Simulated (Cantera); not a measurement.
**Silicon carbide growth: (CH3)2SiCl2 + H2**

Input: 1 mol (CH3)2SiCl2, 7.3 mol H2, held at 1350 K and 21.0 mbar.

Equilibrium computed with Cantera from the NASA thermochemical tables; the gas is ideal and each condensed phase is pure. Candidate condensed phases: C, C6H6, C7H8, C8H18, Si, SiC; 109 gas species. The feed counts by its element totals alone. The tables' values for SiCl3 are old estimates; treat these amounts as uncertain. Equilibrium is a limit: real reactors are often held back by kinetics, nucleation or transport.

```yaml
x(H2): 0.824
x(HCl): 0.176
x(SiCl2): 0.000400
x(SiCl4): 8.39e-5
x(CH4): 8.21e-5
x(SiCl3): 8.20e-5
x(SiHCl3): 2.25e-5
x(H): 1.49e-5
x(Cl): 2.65e-6
n(C(graphite)): 1.01 mol
n(SiC(s)): 0.993 mol
gas_amount: 11.30 mol
log10 activity of Si(s) (absent): -2.42
```
